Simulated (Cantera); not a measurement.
An adiabatic, constant-pressure homogeneous reactor starts with CH4 : CO : O2 : N2 = 1 : 0.071 : 2.83 : 10.6 (molar parts), equivalence ratio 0.72, at 1200 K and 728 Torr. Integrator tolerance rtol = 1e-08.

Computed with Cantera and GRI-Mech 3.0 (53 species, 325 reactions).

Q: What does this change do: O2 2.83 to 1.2 parts?

A: 
| quantity | before | after |
|---|---|---|
| time of steepest temperature rise | 40.7 ms | 0.161 s |
| temperature at 0.200 s | 2466 K | 1962 K |
| equilibrium temperature | 2466 K | 1961 K |
| x(CH4) at 0.200 s | <1e-12 (gas-phase equilibrium <1e-12) | 2.71e-5 (gas-phase equilibrium 1.02e-11) |
| x(CO) at 0.200 s | 0.00888 (gas-phase equilibrium 0.00888) | 0.0599 (gas-phase equilibrium 0.0600) |
| x(O2) at 0.200 s | 0.0514 (gas-phase equilibrium 0.0514) | 7.68e-8 (gas-phase equilibrium 8.80e-8) |
| x(CH3) at 0.200 s | <1e-12 (gas-phase equilibrium <1e-12) | 2.56e-6 (gas-phase equilibrium 1.03e-12) |
| x(H2) at 0.200 s | 0.00290 (gas-phase equilibrium 0.00290) | 0.0619 (gas-phase equilibrium 0.0621) |
| x(CO2) at 0.200 s | 0.0644 (gas-phase equilibrium 0.0644) | 0.0183 (gas-phase equilibrium 0.0183) |
| x(OH) at 0.200 s | 0.0104 (gas-phase equilibrium 0.0104) | 3.72e-5 (gas-phase equilibrium 3.98e-5) |
